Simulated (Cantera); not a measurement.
Input (Python, Cantera):

```python
import numpy as np
import cantera as ct

gas = ct.Solution("SiF4_NH3_mec.yaml", "gas")
gas.TPX = 2075, 101325, {'NH3': 0.39, 'H2': 0.88}
reactor = ct.IdealGasConstPressureReactor(gas, energy="off", clone=False)
net = ct.ReactorNet([reactor])
net.rtol, net.atol = 1e-08, 1e-18
show = ['NH3', 'H2', 'N2H4', 'N2', 'N']
times = np.geomspace(7e-06, 30, 14)

steps = ct.SolutionArray(gas, extra=["t"])
rows = []
print(f"{'t/s':>10s}{'T/K':>9s}{'P/Pa':>11s}" + "".join(f"{s:>11s}" for s in show))
for t in times:
    while net.time < t:
        t_next = net.step()
        steps.append(gas.state, t=t_next)
    rows.append([np.interp(t, steps.t, y) for y in (steps.T, steps.P, *steps(*show).X.T)])
    print(f"{t:10.3e}{rows[-1][0]:9.1f}{rows[-1][1]:11.4g}" + "".join(f"{x:11.3e}" for x in rows[-1][2:]))
rate = np.gradient(steps.T, steps.t)
print("integrator steps:", len(steps.t))
if steps.T.max() > steps.T[0] + 200:
    print(f"time of steepest temperature rise: {steps.t[rate.argmax()]:.4e} s")
gas.TPX = 2075, 101325, {'NH3': 0.39, 'H2': 0.88}
gas.equilibrate("TP")
print(f"equilibrium (TP): T = {gas.T:.1f} K  " + "  ".join(f"{s} {gas[s].X[0]:.3e}" for s in show))
```

It prints:

```
       t/s      T/K       P/Pa        NH3         H2       N2H4         N2          N
 7.000e-06   2075.0  1.013e+05  3.070e-01  6.929e-01  8.833e-10  1.679e-09  5.085e-10
 2.266e-05   2075.0  1.013e+05  3.068e-01  6.928e-01  9.162e-09  4.879e-07  1.826e-08
 7.335e-05   2075.0  1.013e+05  3.062e-01  6.927e-01  7.492e-08  5.024e-05  4.182e-07
 2.374e-04   2075.0  1.013e+05  3.036e-01  6.941e-01  1.568e-07  9.322e-04  1.252e-06
 7.686e-04   2075.0  1.013e+05  2.946e-01  6.996e-01  1.519e-07  4.369e-03  1.270e-06
 2.488e-03   2075.0  1.013e+05  2.678e-01  7.161e-01  1.335e-07  1.464e-02  1.279e-06
 8.054e-03   2075.0  1.013e+05  1.998e-01  7.581e-01  8.959e-08  4.073e-02  1.295e-06
 2.607e-02   2075.0  1.013e+05  8.658e-02  8.279e-01  2.834e-08  8.413e-02  1.279e-06
 8.440e-02   2075.0  1.013e+05  1.110e-02  8.738e-01  1.425e-09  1.131e-01  9.124e-07
 2.732e-01   2075.0  1.013e+05  1.054e-03  8.795e-01  2.043e-11  1.169e-01  1.754e-07
 8.844e-01   2075.0  1.013e+05  2.404e-04  8.800e-01  1.077e-12  1.172e-01  4.090e-08
 2.863e+00   2075.0  1.013e+05  6.859e-05  8.801e-01  8.774e-14  1.173e-01  1.168e-08
 9.268e+00   2075.0  1.013e+05  2.106e-05  8.802e-01  8.277e-15  1.173e-01  3.588e-09
 3.000e+01   2075.0  1.013e+05  7.643e-06  8.802e-01  1.092e-15  1.173e-01  1.302e-09
integrator steps: 1359
equilibrium (TP): T = 2075.0 K  NH3 5.094e-06  H2 8.802e-01  N2H4 4.866e-16  N2 1.173e-01  N 8.678e-10
```

Detailed kinetics in Cantera: the gas-phase N/H chemistry of the illustrative SiF4/NH3 mechanism in the Surface Chemkin manual (1991). Walls and surfaces, which speed up NH3 decomposition in real reactors, are not modelled.
